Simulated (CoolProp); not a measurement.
Computed with CoolProp (reference Helmholtz-energy equation of state, Gao 2016).

Problem. For sulfur dioxide, give the phase and the Joule-Thomson coefficient (K/MPa) at 100.05 °C and 0.329 MPa.

Solution. 
- 100.05 °C and 0.329 MPa: gas; Joule-Thomson coefficient 18.6
